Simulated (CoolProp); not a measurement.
Model: reference Helmholtz-energy equation of state, Eisenbach 2021, in CoolProp.

Task: For propylene glycol, give the phase and the cv (kJ/(kg K)) at 346.85 °C and 0.486 bar; 346.85 °C and 1.27 bar.

Result: 
- 346.85 °C and 0.486 bar: gas; cv 2.88
- 346.85 °C and 1.27 bar: gas; cv 2.89
